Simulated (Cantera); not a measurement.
A closed system holds: 1 mol N2O, 1.1 mol O2, equilibrated at 1598.15 K and 0.0200 bar.

Cantera equilibrium calculation (NASA polynomials, part measured and part estimated; ideal gas, pure solids and liquids). Equilibrium is a limit: real reactors are often held back by kinetics, nucleation or transport.

Base state: O2 0.614, N2 0.383, NO 0.00229, O 7.86e-5 (mole fractions); condensed: gas only.

**Question.** What changes in the equilibrium state with this change: N2O replaced by H2O?

**Answer.** 
| species | before | after |
|---|---|---|
| O2 | 0.614 | 0.523 |
| H2O | 0 | 0.475 |
| OH | 0 | 0.00127 |
| N2 | 0.383 | 0 |
| NO | 0.00229 | 0 |
| H2 | 0 | 3.02e-5 |
| O | 7.86e-5 | 7.26e-5 |
Further candidate phases: H2O.
